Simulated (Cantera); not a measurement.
Feed: 1 mol PbO, 1.4 mol CO, 3.8 mol N₂, held at 1375 K and 480 Torr.

Method: chemical equilibrium by Gibbs-energy minimisation in Cantera with the NASA 1993 tables (ideal gas, pure condensed phases). Candidate condensed phases: C, Pb, PbO, PbO₂, Pb₃O₄; 27 gas species. Rates play no part.

### Question
What is the equilibrium state?

### Answer
x(N₂): 0.723
x(CO₂): 0.190
x(CO): 0.0761
x(Pb): 0.0103
x(PbO): 8.24e-6
x(Pb₂): 1.80e-6
n(Pb(l)): 0.946 mol
gas amount: 5.254 mol
log10 activity of C(graphite) (absent): -4.36
